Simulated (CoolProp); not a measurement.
Oxygen at several states: fugacity coefficient from the reference equation and from simpler models built on Tc = -118.6 °C, pc = 5046 kPa, ω = 0.022; each cubic takes its own stable root.

Computed with CoolProp (reference Helmholtz-energy equation of state, Schmidt 1985). Above 300 K oxygen's equation is extrapolated.

| T (°C) | p (kPa) | phase | reference | van der Waals | Soave-Redlich-Kwong | Peng-Robinson |
|---|---|---|---|---|---|---|
| -58.15 | 4690 | gas | 0.8949 | 0.8844 | 0.8954 | 0.8744 |
| -137.35 | 6460 | liquid | 0.3180 | 0.4080 | 0.3235 | 0.3110 |
| 116.95 | 276 | gas | 0.9999 | 0.9991 | 1.000 | 0.9994 |
| 219.85 | 28400 | supercritical | 1.067 | 1.015 | 1.086 | 1.043 |
| -121.55 | 1550 | gas | 0.8931 | 0.9049 | 0.8912 | 0.8807 |
| -174.75 | 8410 | liquid | 0.03329 | 0.09692 | 0.03306 | 0.03248 |
